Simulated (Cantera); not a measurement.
# Equilibrium for hydrogen reduction and annealing atmospheres: V2O3 + H2

Charge: 1 mol V2O3, a varied amount of H2, at 1900 °C and 1.00 bar.

These are equilibrium values from Cantera (NASA tables, ideal gas, pure condensed phases), not measurements of a reactor. Candidate condensed phases: H2O, V, VO, V2O3, V2O4, V2O5; 12 gas species. Mutual solubility and eutectic melting of coexisting phases are not modelled. VO: taken at fixed stoichiometry. Condensed phases not in the tables: the oxides between V2O3 and V2O5 other than VO2. The numbers say what is thermodynamically allowed, not how fast it happens.

From 0.52 mol H2 to 13 mol H2 the condensed part is VO(l) + V2O3(s). From 30 mol H2 to 760 mol H2 the condensed part is VO(l). The main V-bearing gas is VO2 at 0.52 mol H2 and VO at 760 mol H2.

```tsv
n(H2) (mol)	x H2	x H2O	x H	x VO2	x OH	x VO	n VO(l)	n V2O3(s)
0.52	0.933	0.0616	0.00467	0.000176	4.12e-5	1.92e-5	0.0644	0.968
1.2	0.933	0.0616	0.00467	0.000176	4.12e-5	1.92e-5	0.149	0.926
2.6	0.933	0.0616	0.00467	0.000176	4.12e-5	1.92e-5	0.322	0.839
5.9	0.933	0.0616	0.00467	0.000176	4.12e-5	1.92e-5	0.730	0.634
13	0.933	0.0616	0.00467	0.000176	4.12e-5	1.92e-5	1.61	0.194
30	0.962	0.0331	0.00474	9.21e-5	2.19e-5	1.92e-5	2.00	0
67	0.980	0.0148	0.00478	4.05e-5	9.69e-6	1.92e-5	2.00	0
150	0.989	0.00663	0.00480	1.79e-5	4.31e-6	1.92e-5	1.99	0
340	0.992	0.00293	0.00481	7.89e-6	1.90e-6	1.92e-5	1.99	0
760	0.994	0.00132	0.00481	3.55e-6	8.56e-7	1.92e-5	1.97	0
```
x: gas mole fraction; n: condensed amount in mol.
